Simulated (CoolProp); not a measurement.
R1233zd(E) along the isobar 879 kPa: density (kg/m³) from the reference equation and from simpler models built on Tc = 438.9 K, pc = 3583 kPa, ω = 0.304; each cubic takes its own stable root.

Values from CoolProp's reference Helmholtz-energy equation of state, Akasaka 2022.

```tsv
T (K)	phase	reference
359.5	liquid	1096
366.8	gas	46.45
374.1	gas	44.68
381.3	gas	43.13
388.6	gas	41.72
395.9	gas	40.44
403.1	gas	39.28
410.4	gas	38.20
417.7	gas	37.19
424.9	gas	36.27
432.2	gas	35.40
439.5	gas	34.58
```

Q: How far does each simpler model (van der Waals, Redlich-Kwong, Soave-Redlich-Kwong) lie from the reference over these 12 states: mean and median of the absolute difference, and the worst?

A: 
- van der Waals: mean 11.5 %, median 3.7 %, worst -96.0 % at 359.5 K and 879 kPa
- Redlich-Kwong: mean 9.5 %, median 1.6 %, worst -95.8 % at 359.5 K and 879 kPa
- Soave-Redlich-Kwong: mean 1.9 %, median 0.8 %, worst -12.3 % at 359.5 K and 879 kPa

At some of these states van der Waals, Redlich-Kwong gives the other phase, because its saturation line lies elsewhere.
